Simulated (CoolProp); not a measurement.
Vapour pressure (MPa) of p-xylene: the reference equation beside estimates from Tc = 616.2 K, pc = 3.532 MPa, ω = 0.324.

The numbers come from the reference Helmholtz-energy equation of state, Zhou 2012 in CoolProp.

| T (K) | reference | van der Waals | Soave-Redlich-Kwong |
|---|---|---|---|
| 361.6 | 0.02143 | 0.2696 | 0.02062 |
| 380.3 | 0.04060 | 0.3605 | 0.03954 |
| 398.9 | 0.07150 | 0.4694 | 0.07036 |
| 417.6 | 0.1190 | 0.5991 | 0.1182 |
| 436.2 | 0.1880 | 0.7496 | 0.1882 |
| 454.9 | 0.2851 | 0.9238 | 0.2875 |
| 473.5 | 0.4159 | 1.121 | 0.4221 |
| 492.2 | 0.5891 | 1.345 | 0.6010 |
| 510.8 | 0.8108 | 1.593 | 0.8303 |
| 529.5 | 1.092 | 1.870 | 1.121 |
| 548.1 | 1.441 | 2.173 | 1.480 |
| 566.8 | 1.872 | 2.507 | 1.919 |

Absolute difference from the reference over all 12 rows, mean and median: van der Waals 331.6 and 196.8 %, Soave-Redlich-Kwong 1.9 and 2.2 %.
